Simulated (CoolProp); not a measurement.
Vapour-liquid equilibrium of R22 (1) + R152A (2) at 1.8 MPa; x and y are mole fractions of (1).

Model: multi-fluid Helmholtz-energy mixture model, Kamei 1995 and Outcalt 1996; pair parameters Bell 2016, in CoolProp.

```json
[
 {"x": "0.05", "bubble temperature, mixture model (°C)": "67.0", "bubble temperature, Raoult's law (°C)": "66.6", "y, mixture model": "0.063", "y, Raoult's law": "0.078"},
 {"x": "0.15", "bubble temperature, mixture model (°C)": "65.1", "bubble temperature, Raoult's law (°C)": "64.1", "y, mixture model": "0.185", "y, Raoult's law": "0.221"},
 {"x": "0.25", "bubble temperature, mixture model (°C)": "63.2", "bubble temperature, Raoult's law (°C)": "61.7", "y, mixture model": "[?]", "y, Raoult's law": "0.350"},
 {"x": "0.35", "bubble temperature, mixture model (°C)": "61.2", "bubble temperature, Raoult's law (°C)": "59.4", "y, mixture model": "0.417", "y, Raoult's law": "0.466"},
 {"x": "0.45", "bubble temperature, mixture model (°C)": "59.1", "bubble temperature, Raoult's law (°C)": "57.2", "y, mixture model": "0.526", "y, Raoult's law": "0.571"},
 {"x": "0.55", "bubble temperature, mixture model (°C)": "57.0", "bubble temperature, Raoult's law (°C)": "55.1", "y, mixture model": "0.629", "y, Raoult's law": "0.666"},
 {"x": "0.65", "bubble temperature, mixture model (°C)": "[?]", "bubble temperature, Raoult's law (°C)": "53.1", "y, mixture model": "[?]", "y, Raoult's law": "0.753"},
 {"x": "0.75", "bubble temperature, mixture model (°C)": "52.5", "bubble temperature, Raoult's law (°C)": "51.2", "y, mixture model": "0.815", "y, Raoult's law": "0.832"},
 {"x": "0.85", "bubble temperature, mixture model (°C)": "[?]", "bubble temperature, Raoult's law (°C)": "49.3", "y, mixture model": "0.895", "y, Raoult's law": "0.904"},
 {"x": "0.95", "bubble temperature, mixture model (°C)": "47.9", "bubble temperature, Raoult's law (°C)": "47.6", "y, mixture model": "0.967", "y, Raoult's law": "0.969"}
]
```

**Question.** What belongs in the gaps?

**Answer.** 
- 0.25, y, mixture model: 0.304
- 0.65, bubble temperature, mixture model (°C): 54.8
- 0.65, y, mixture model: 0.726
- 0.85, bubble temperature, mixture model (°C): 50.2

The largest gap from Raoult's law is +1.9 K in bubble temperature, at x = 0.45. No azeotrope shows between x = 0.05 and 0.95.

Pair parameters are fitted to limited data, so mixtures are less certain than the pure fluids.
